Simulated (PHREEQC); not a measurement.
Consider water at 60 °C with 0.015 mol/kgw NH4HF2, 0.0002 mol/kgw CO2 and 7.5e-05 mol/kgw LiBr. Closed to the air; pH follows from the charge balance.

All values are PHREEQC results (ion-association model, wateq4f.dat), not measurements.

Each row changes one thing in this solution. This is a speciation only: nothing precipitates in the calculation.

| case | pH | ionic strength (mol/kgw) | F- (mol/kgw) | HF (mol/kgw) | HF2- (mol/kgw) | H2F2 (mol/kgw) |
|---|---|---|---|---|---|---|
| as made | 3.44 | 0.0155 | 0.0145 | 0.0135 | 0.000865 | 0.000124 |
| temperature from 60 to 75 °C | 3.56 | 0.0154 | 0.0144 | 0.0137 | 0.000861 | (withheld) |
| diluted 100-fold with water | 4.06 | 0.000240 | 0.000239 | 6.05e-5 | (withheld) | (withheld) |
| NH4HF2 from 0.015 to 0.0135 mol/kgw | 3.44 | 0.0140 | 0.0132 | 0.0122 | 0.000709 | 0.000102 |
| LiBr left out | 3.44 | 0.0154 | 0.0145 | 0.0135 | 0.000865 | 0.000124 |
| NH4HF2 from 0.015 to 0.0015 mol/kgw | 3.60 | 0.00184 | 0.00175 | 0.00123 | 9.45e-6 | 1.02e-6 |
| CO2 left out | 3.44 | 0.0155 | 0.0145 | 0.0135 | 0.000865 | 0.000124 |
| NH4HF2 replaced by NaHF2 at the same molality | 3.44 | 0.0154 | 0.0145 | 0.0135 | 0.000860 | 0.000124 |
| CO2 from 0.0002 to 0.00022 mol/kgw | 3.44 | 0.0155 | 0.0145 | 0.0135 | 0.000865 | 0.000124 |

What belongs in the gaps?


- temperature from 60 to 75 °C, H2F2 (mol/kgw): 6.91e-5
- diluted 100-fold with water, HF2- (mol/kgw): 6.37e-8
- diluted 100-fold with water, H2F2 (mol/kgw): 2.49e-9

Complexes and solids missing from the database can't appear. Constants without temperature data keep their 25 °C values here.
